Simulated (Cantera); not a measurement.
An isothermal, constant-pressure homogeneous reactor starts with 15.5 % NO, 84.5 % N2, at 1648 K and 1.00 bar.

Model: GRI-Mech 3.0 (53 species, 325 reactions), integrated in Cantera.

Task: Predict: x(NO) at 10.0 s; x(N2) at 10.0 s; x(N2O) at 10.0 s; x(O2) at 10.0 s; x(NO2) at 10.0 s; x(O) at 10.0 s.

Result: 
```json
{
 "x(NO) at 10.0 s": "0.133 (gas-phase equilibrium 0.00155)",
 "x(N2) at 10.0 s": "0.856 (gas-phase equilibrium 0.922)",
 "x(N2O) at 10.0 s": "6.69e-6 (gas-phase equilibrium 9.93e-8)",
 "x(O2) at 10.0 s": "0.0113 (gas-phase equilibrium 0.0769)",
 "x(NO2) at 10.0 s": "0.000113 (gas-phase equilibrium 3.34e-6)",
 "x(O) at 10.0 s": "2.86e-6 (gas-phase equilibrium 7.07e-6)"
}
```
